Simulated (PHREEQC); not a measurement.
A solution holds 0.088 mol CuSO4, 0.032 mol CaCl2, 0.0098 mol H2SO4 and 0.0066 mol Na2SO4 per kg of water, at 25 °C and 500 atm. Closed to the air; pH follows from the charge balance.

All values are PHREEQC results (ion-association model, phreeqc.dat), not measurements.

No solid was allowed to form.

Problem. Order these S species by the share of S that they hold, largest first: CuSO4, CaSO4, CaHSO4+, SO4-2, HSO4-.

Solution. SO4-2 (52 %), CuSO4 (28 %), CaSO4 (11 %), HSO4- (8.2 %), CaHSO4+ (0.97 %)

The pH is 2.10 and the ionic strength 0.308 mol/kgw. Examples of supersaturated solids here: Gypsum. Others may be too. Under pressure, the constants of complexes without a molar volume in the database are unreliable.
